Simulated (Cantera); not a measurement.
Feed: 1 mol SiO2, 0.66 mol CH4, 7.4 mol N2, held at 1475 °C and 1.00 Torr.

Equilibrium computed with Cantera from the NASA thermochemical tables; the gas is ideal and each condensed phase is pure. Candidate condensed phases: C, C6H6, C7H8, C8H18, H2O, Si, SiC, SiO2, Si2N2O, Si3N4; 151 gas species. The tables hold silica as quartz up to 1696 K and as liquid above; real silica turns to tridymite and cristobalite and melts near 1996 K. The numbers say what is thermodynamically allowed, not how fast it happens.

Base state: N2 0.735, H2 0.129, SiO 0.0669, CO 0.0654, H 0.00225, H2O 0.00112, CO2 0.000157 (mole fractions); condensed: SiO2(condensed).

Question: What changes in the equilibrium state with this change: SiO2 replaced by CuO?

Answer: 
| species | before | after |
|---|---|---|
| N2 | 0.735 | 0.712 |
| H2 | 0.129 | 0.0980 |
| Cu | 0 | 0.0961 |
| SiO | 0.0669 | 0 |
| H2O | 0.00112 | 0.0280 |
| CO | 0.0654 | 0.0589 |
| Cu2 | 0 | 6.42e-5 |
| CO2 | 0.000157 | 0.00466 |
| OH | 1.14e-6 | 3.27e-5 |
| H | 0.00225 | 0.00196 |
| SiO2(condensed), mol | 0.327 | 0 |
Further candidate phases: Cu, CuO, Cu(OH)2, Cu2O.
